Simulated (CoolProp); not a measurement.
Values from CoolProp's reference Helmholtz-energy equation of state, Lemmon 2013.

Problem. For propylene, give the phase and the speed of sound (m/s), fugacity coefficient at -31.15 °C and 5.21 MPa; 58.85 °C and 5.21 MPa; 148.85 °C and 5.21 MPa.

Solution. 
- -31.15 °C and 5.21 MPa: liquid; speed of sound 1120, fugacity coefficient 0.0438
- 58.85 °C and 5.21 MPa: liquid; speed of sound 552, fugacity coefficient 0.392
- 148.85 °C and 5.21 MPa: supercritical; speed of sound 243, fugacity coefficient 0.771
